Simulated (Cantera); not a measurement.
Feed: 1 mol borazine, 0.24 mol H₂O, 7.6 mol N₂, held at 300 Pa.

Equilibrium computed with Cantera from the NASA thermochemical tables; the gas is ideal and each condensed phase is pure. Candidate condensed phases: B, BN, B₂O₃, B₃O₃H₃, H₂O; 39 gas species. The feed counts by its element totals alone. Mutual solubility and eutectic melting of coexisting phases are not modelled. The tables' values for BH₂ are old estimates; treat these amounts as uncertain. Kinetics and transport are ignored.

x: gas mole fraction; n: condensed amount in mol.

```json
[
 {"T (K)": "823", "x N₂": "0.703", "x H₂": "0.296", "x H": "7.29e-11", "x B": "<1e-12", "x BO": "<1e-12", "x HBO": "1.82e-11", "n BN(s)": "2.84", "n B₂O₃(l)": "0.0786", "n B(s)": "0", "n B(l)": "0"},
 {"T (K)": "973", "x N₂": "0.703", "x H₂": "0.296", "x H": "1.07e-8", "x B": "<1e-12", "x BO": "<1e-12", "x HBO": "1.40e-8", "n BN(s)": "2.84", "n B₂O₃(l)": "0.0786", "n B(s)": "0", "n B(l)": "0"},
 {"T (K)": "1123", "x N₂": "0.703", "x H₂": "0.296", "x H": "…", "x B": "<1e-12", "x BO": "…", "x HBO": "…", "n BN(s)": "2.84", "n B₂O₃(l)": "0.0781", "n B(s)": "0", "n B(l)": "0"},
 {"T (K)": "1273", "x N₂": "0.703", "x H₂": "0.296", "x H": "7.08e-6", "x B": "<1e-12", "x BO": "6.19e-8", "x HBO": "6.82e-5", "n BN(s)": "2.84", "n B₂O₃(l)": "0.0729", "n B(s)": "0", "n B(l)": "0"},
 {"T (K)": "1423", "x N₂": "0.700", "x H₂": "0.293", "x H": "6.56e-5", "x B": "<1e-12", "x BO": "7.85e-6", "x HBO": "0.00120", "n BN(s)": "2.85", "n B₂O₃(l)": "0.0319", "n B(s)": "0", "n B(l)": "0"},
 {"T (K)": "1573", "x N₂": "0.698", "x H₂": "0.290", "x H": "0.000399", "x B": "2.09e-11", "x BO": "0.000179", "x HBO": "0.00550", "n BN(s)": "2.83", "n B₂O₃(l)": "0", "n B(s)": "0", "n B(l)": "0"},
 {"T (K)": "1723", "x N₂": "0.696", "x H₂": "0.286", "x H": "0.00178", "x B": "4.47e-9", "x BO": "0.00137", "x HBO": "0.0113", "n BN(s)": "2.78", "n B₂O₃(l)": "0", "n B(s)": "0", "n B(l)": "0"},
 {"T (K)": "1873", "x N₂": "0.693", "x H₂": "0.281", "x H": "0.00625", "x B": "4.01e-7", "x BO": "0.00461", "x HBO": "0.0126", "n BN(s)": "2.76", "n B₂O₃(l)": "0", "n B(s)": "0", "n B(l)": "0"},
 {"T (K)": "2023", "x N₂": "0.687", "x H₂": "0.274", "x H": "0.0182", "x B": "1.84e-5", "x BO": "0.00938", "x HBO": "0.00998", "n BN(s)": "2.76", "n B₂O₃(l)": "0", "n B(s)": "0", "n B(l)": "0"},
 {"T (K)": "2173", "x N₂": "0.676", "x H₂": "0.258", "x H": "…", "x B": "…", "x BO": "0.0137", "x HBO": "…", "n BN(s)": "2.75", "n B₂O₃(l)": "0", "n B(s)": "0", "n B(l)": "0"},
 {"T (K)": "2323", "x N₂": "0.689", "x H₂": "0.199", "x H": "0.0887", "x B": "0.00450", "x BO": "0.0146", "x HBO": "0.00298", "n BN(s)": "0", "n B₂O₃(l)": "0", "n B(s)": "2.69", "n B(l)": "0"},
 {"T (K)": "2473", "x N₂": "0.650", "x H₂": "0.151", "x H": "0.158", "x B": "0.0222", "x BO": "0.0151", "x HBO": "0.00146", "n BN(s)": "0", "n B₂O₃(l)": "0", "n B(s)": "0", "n B(l)": "2.42"}
]
```

Question: What belongs in the gaps?

Answer: 
- 2173, x H: 0.0447
- 2173, x B: 0.000495
- 2173, x HBO: 0.00636
- 1123, x H: 4.23e-7
- 1123, x BO: 1.29e-10
- 1123, x HBO: 1.75e-6
